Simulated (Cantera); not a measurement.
Charge: 1 mol CH₃Cl, 0.12 mol F₂, 0.42 mol H₂, held at 1.50 Pa.

These are equilibrium values from Cantera (NASA tables, ideal gas, pure condensed phases), not measurements of a reactor. Candidate condensed phases: C, C₆H₆, C₇H₈, C₈H₁₈; 118 gas species. Equilibrium is a limit: real reactors are often held back by kinetics, nucleation or transport. All values below are at 3475 K.

Base state: H 0.632, Cl 0.165, C 0.164, F 0.0394, C₂ 0.000175, HF 9.20e-5, H₂ 1.92e-5, CF 1.04e-5 (mole fractions); condensed: gas only.

Task: What changes in the equilibrium state with this change: F₂ from 0.12 to 2.2 mol?

Result: 
```
species    before     after
-------  --------  --------
F          0.0394     0.429
H           0.632     0.375
Cl          0.165    0.0977
C           0.164    0.0975
CF        1.04e-5   6.75e-5
HF        9.20e-5  0.000595
H₂        1.92e-5   6.77e-6
C₂       0.000175   6.16e-5
```

Task: What changes in the equilibrium state with this change: F₂ from 0.12 to 0.012 mol?

Result: 
```csv
species,before,after
H,0.632,0.655
Cl,0.165,0.171
C,0.164,0.170
F,0.0394,0.00408
CF,1.04e-5,1.12e-6
HF,9.20e-5,9.89e-6
H₂,1.92e-5,2.07e-5
```

Task: What changes in the equilibrium state with this change: F₂ from 0.12 to 0.69 mol?

Result: 
```csv
species,before,after
H,0.632,0.532
F,0.0394,0.191
Cl,0.165,0.139
C,0.164,0.138
CF,1.04e-5,4.26e-5
HF,9.20e-5,0.000375
```
